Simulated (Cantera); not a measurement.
Input (Python, Cantera):

```python
import numpy as np
import cantera as ct

gas = ct.Solution("gri30.yaml")
gas.TPX = 1725, 6000, {'CH4': 1, 'H2': 45, 'N2': 0.14}
reactor = ct.IdealGasConstPressureReactor(gas, energy="off", clone=False)
net = ct.ReactorNet([reactor])
net.rtol, net.atol = 1e-08, 1e-18
show = ['CH4', 'H2', 'CH3', 'C2H4', 'H']
times = np.geomspace(2e-06, 1, 10)

steps = ct.SolutionArray(gas, extra=["t"])
rows = []
print(f"{'t/s':>10s}{'T/K':>9s}{'P/Pa':>11s}" + "".join(f"{s:>11s}" for s in show))
for t in times:
    while net.time < t:
        t_next = net.step()
        steps.append(gas.state, t=t_next)
    rows.append([np.interp(t, steps.t, y) for y in (steps.T, steps.P, *steps(*show).X.T)])
    print(f"{t:10.3e}{rows[-1][0]:9.1f}{rows[-1][1]:11.4g}" + "".join(f"{x:11.3e}" for x in rows[-1][2:]))
rate = np.gradient(steps.T, steps.t)
print("integrator steps:", len(steps.t))
if steps.T.max() > steps.T[0] + 200:
    print(f"time of steepest temperature rise: {steps.t[rate.argmax()]:.4e} s")
gas.TPX = 1725, 6000, {'CH4': 1, 'H2': 45, 'N2': 0.14}
gas.equilibrate("TP")
print(f"equilibrium (TP): T = {gas.T:.1f} K  " + "  ".join(f"{s} {gas[s].X[0]:.3e}" for s in show))
```

It prints:

```
       t/s      T/K       P/Pa        CH4         H2        CH3       C2H4          H
 2.000e-06   1725.0       6000  2.167e-02  9.753e-01  7.184e-08  1.291e-16  7.972e-08
 8.595e-06   1725.0       6000  2.167e-02  9.753e-01  2.727e-07  1.893e-14  3.786e-07
 3.694e-05   1725.0       6000  2.167e-02  9.753e-01  9.678e-07  2.047e-12  1.831e-06
 1.587e-04   1725.0       6000  2.167e-02  9.753e-01  3.831e-06  1.637e-10  8.196e-06
 6.822e-04   1725.0       6000  2.166e-02  9.753e-01  1.611e-05  1.290e-08  3.552e-05
 2.932e-03   1725.0       6000  2.160e-02  9.751e-01  6.779e-05  9.455e-07  1.509e-04
 1.260e-02   1725.0       6000  2.129e-02  9.749e-01  2.290e-04  2.208e-05  5.183e-04
 5.415e-02   1725.0       6000  1.953e-02  9.756e-01  2.806e-04  3.161e-05  6.931e-04
 2.327e-01   1725.0       6000  1.418e-02  9.783e-01  2.079e-04  2.422e-05  7.090e-04
 1.000e+00   1725.0       6000  6.349e-03  9.824e-01  9.620e-05  2.079e-05  7.354e-04
integrator steps: 550
equilibrium (TP): T = 1725.0 K  CH4 5.783e-04  H2 9.854e-01  CH3 9.007e-06  C2H4 2.150e-05  H 7.580e-04
```

Model: GRI-Mech 3.0 (53 species, 325 reactions), integrated in Cantera. GRI-Mech 3.0 stops at C3 and has no aromatics, soot or wall deposition, so with more carbon than oxygen in the feed, carbon stays in small species such as C2H2 where larger ones or solid carbon would form.
